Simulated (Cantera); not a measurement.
# Ignition delay

Mixture: H2 : O2 : N2 = 1 : 0.538 : 2.02 (molar parts), at 0.890 bar, adiabatic and at constant volume. Ignition delay is the time to a rise of 400 K.

Detailed kinetics in Cantera: the H2/O2 subset of GRI-Mech 3.0, which has no nitrogen chemistry. Where the delays flatten at high temperature, the 400 K rule measures the pace of heat release, not the induction time.

```csv
T0 (K),delay (ms)
1225,0.0441
1325,0.0289
1425,0.0213
1525,0.0172
1625,0.0153
1725,0.0147
1825,0.0149
1925,0.0159
2025,0.0175
2125,0.0196
```
